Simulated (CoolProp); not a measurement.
Properties of n-perfluoropentane along the isobar 10000 kPa.

Values from CoolProp's reference Helmholtz-energy equation of state, Gao 2022.

| T (K) | phase | density (kg/m³) | cp (kJ/(kg K)) | cv (kJ/(kg K)) | expansivity (1/kK) |
|---|---|---|---|---|---|
| 209.9 | liquid | 1892 | 0.8769 | 0.6910 | 1.431 |
| 236.5 | liquid | 1821 | 0.9214 | 0.7336 | 1.467 |
| 263.2 | liquid | 1749 | 0.9678 | 0.7757 | 1.540 |
| 289.8 | liquid | 1677 | 1.013 | 0.8151 | 1.651 |
| 316.5 | liquid | 1601 | 1.055 | 0.8515 | 1.805 |
| 343.2 | liquid | 1522 | 1.094 | 0.8853 | 2.003 |
| 369.8 | liquid | 1439 | 1.129 | 0.9171 | 2.250 |
| 396.5 | liquid | 1350 | 1.161 | 0.9476 | 2.550 |
